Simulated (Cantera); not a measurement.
Charge: 1 mol NiS, 5.1 mol H2, held at 0.00520 bar.

Equilibrium computed with Cantera from the NASA thermochemical tables; the gas is ideal and each condensed phase is pure. Candidate condensed phases: Ni, NiS, NiS2, Ni3S2, Ni3S4, S; 9 gas species. Gases not in the tables: S3 to S7. Rates play no part.

log p: log10 of the partial pressure in bar; n: condensed amount in mol.

```
T (°C)  log p H2  log p H2S  log p S2  log p SH  log p H  log p S  log p NiS  n Ni3S2(s)  n Ni3S2(l)
------  --------  ---------  --------  --------  -------  -------  ---------  ----------  ----------
725        -2.31      -3.47     -6.60     -7.55    -9.82   -11.48     -14.13       0.333           0
775        -2.31      -3.47       [?]       [?]      [?]      [?]        [?]       0.333           0
825        -2.31      -3.47     -5.75     -6.77    -8.76   -10.03     -12.20           0       0.333
875        -2.31      -3.48       [?]       [?]      [?]      [?]        [?]           0       0.333
925        -2.31      -3.49     -5.07     -6.13    -7.88    -8.83     -10.63           0       0.333
975        -2.31      -3.51     -4.80     -5.87    -7.49    -8.32      -9.95           0       0.333
1025       -2.31      -3.55     -4.58     -5.64    -7.13    -7.85      -9.33           0       0.333
1075       -2.31      -3.59     -4.40     -5.44    -6.79    -7.44      -8.76           0       0.333
1125       -2.31      -3.65     -4.27     -5.27    -6.48    -7.08      -8.24           0       0.333
1175       -2.31      -3.72     -4.17     -5.12    -6.19    -6.75      -7.76           0       0.333
1225       -2.31      -3.79     -4.09     -4.99    -5.92    -6.45      -7.31           0       0.333
1275       -2.30      -3.86     -4.04     -4.88    -5.66    -6.18      -6.90           0       0.333
```

Task: Fill in the missing entries.

Result: 
- 775, log p S2: -6.15
- 775, log p SH: -7.14
- 775, log p H: -9.27
- 775, log p S: -10.72
- 775, log p NiS: -13.11
- 875, log p S2: -5.39
- 875, log p SH: -6.43
- 875, log p H: -8.30
- 875, log p S: -9.40
- 875, log p NiS: -11.38
